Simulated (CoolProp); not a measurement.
Vapour-liquid equilibrium of dimethyl ether (1) + R236FA (2) at 57.7 kPa; x and y are mole fractions of (1).

Model: multi-fluid Helmholtz-energy mixture model, Wu 2011 and Pan 2012; pair parameters Bell 2016, in CoolProp.

| x | bubble temperature (K) | y at the bubble point | dew temperature at overall composition x (K) | liquid density (mol/L) |
|---|---|---|---|---|
| 0.05 | 258.7 | 0.062 | 258.7 | 9.991 |
| 0.2 | 257.3 | 0.273 | 257.9 | 10.71 |
| 0.35 | 254.8 | 0.508 | 256.6 | 11.53 |
| 0.5 | 250.9 | 0.723 | 254.9 | 12.45 |
| 0.65 | 246.1 | 0.875 | 252.5 | 13.49 |
| 0.8 | 241.2 | 0.958 | 248.8 | 14.64 |
| 0.95 | 237.2 | 0.994 | 241.9 | 15.88 |

No azeotrope shows between x = 0.05 and 0.95.

Pair parameters are fitted to limited data, so mixtures are less certain than the pure fluids.
